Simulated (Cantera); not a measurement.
A freely propagating, adiabatic, planar premixed flame of CH4 : C2H6 : C3H8 : O2 : N2 : CO2 = 1 : 0.059 : 0.088 : 3.84 : 14.4 : 0.95 (molar parts), unburnt at 623 K and 1.01 bar; multicomponent transport, grid criteria slope 0.08 and curve 0.16, no radiation.

Cantera simulation using GRI-Mech 3.0 (53 species, 325 reactions); the numbers are that mechanism's predictions, not measurements. Burning velocities carry a grid error of a few per cent, more on coarse grids.

**Question.** Predict: laminar burning velocity; thermal thickness; peak x(H); peak x(HO2).

**Answer.** 
```
Quantity                     Result
------------------------  ---------
laminar burning velocity  76.3 cm/s
thermal thickness          0.458 mm
peak x(H)                   0.00252
peak x(HO2)                0.000213
```
